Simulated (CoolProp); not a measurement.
Model: reference Helmholtz-energy equation of state, Akasaka 2020, in CoolProp.

Task: For R1123, give the phase and the Z, cp (kJ/(kg K)), cv (kJ/(kg K)), speed of sound (m/s) at 374.2 K and 125 bar.

Result: 
- 374.2 K and 125 bar: supercritical; Z 0.469, cp 1.90, cv 0.958, speed of sound 241
